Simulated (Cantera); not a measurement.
An adiabatic, constant-volume homogeneous reactor starts with CH4 : H2 : O2 : N2 = 1 : 0.14 : 1.15 : 4.32 (molar parts), equivalence ratio 1.8, at 1098 K and 7500 Torr.

Model: GRI-Mech 3.0 (53 species, 325 reactions), integrated in Cantera.

x: mole fraction; the columns are a selection and need not sum to one.

| t (s) | T (K) | P (bar) | x CH4 | x H2 | x O2 | x N2O | x H2O2 | x NO2 | x NO |
|---|---|---|---|---|---|---|---|---|---|
| 1.00e-6 | 1098 | 10.0 | 0.151 | 0.0212 | 0.174 | <1e-12 | 3.85e-12 | <1e-12 | <1e-12 |
| 3.47e-6 | 1098 | 10.0 | 0.151 | 0.0212 | 0.174 | <1e-12 | 4.73e-11 | <1e-12 | <1e-12 |
| 1.20e-5 | 1098 | 10.0 | 0.151 | 0.0212 | 0.174 | <1e-12 | 5.90e-10 | <1e-12 | <1e-12 |
| 4.16e-5 | 1098 | 10.0 | 0.151 | 0.0212 | 0.174 | <1e-12 | (withheld) | <1e-12 | <1e-12 |
| 0.000144 | 1098 | 10.0 | 0.151 | 0.0212 | 0.174 | <1e-12 | (withheld) | <1e-12 | <1e-12 |
| 0.000500 | 1098 | 10.0 | 0.151 | 0.0212 | 0.174 | 1.38e-11 | (withheld) | <1e-12 | <1e-12 |
| 0.00173 | 1111 | 10.1 | 0.150 | 0.0208 | 0.173 | 4.32e-10 | (withheld) | <1e-12 | <1e-12 |
| 0.00600 | 2675 | 27.6 | 2.11e-9 | 0.131 | 8.58e-6 | 4.21e-8 | 2.35e-8 | 4.22e-9 | 0.000168 |
| 0.0208 | 2675 | 27.6 | 2.11e-9 | 0.131 | 8.58e-6 | 4.21e-8 | 2.35e-8 | 4.22e-9 | 0.000168 |
| 0.0721 | 2675 | 27.6 | 2.11e-9 | 0.131 | 8.58e-6 | 4.21e-8 | 2.35e-8 | 4.22e-9 | 0.000168 |
| 0.250 | 2675 | 27.6 | 2.11e-9 | 0.131 | 8.58e-6 | 4.21e-8 | 2.35e-8 | 4.22e-9 | 0.000168 |
| 0.866 | 2675 | 27.6 | 2.11e-9 | 0.131 | 8.58e-6 | 4.21e-8 | 2.35e-8 | 4.22e-9 | 0.000168 |
| 3.00 | 2675 | 27.6 | 2.11e-9 | 0.131 | 8.58e-6 | 4.21e-8 | 2.35e-8 | 4.22e-9 | 0.000168 |

Question: Some entries are withheld; supply them.

Answer: 
- 4.16e-5, x H2O2: 7.73e-9
- 0.000144, x H2O2: 1.07e-7
- 0.000500, x H2O2: 2.37e-6
- 0.00173, x H2O2: 3.09e-5
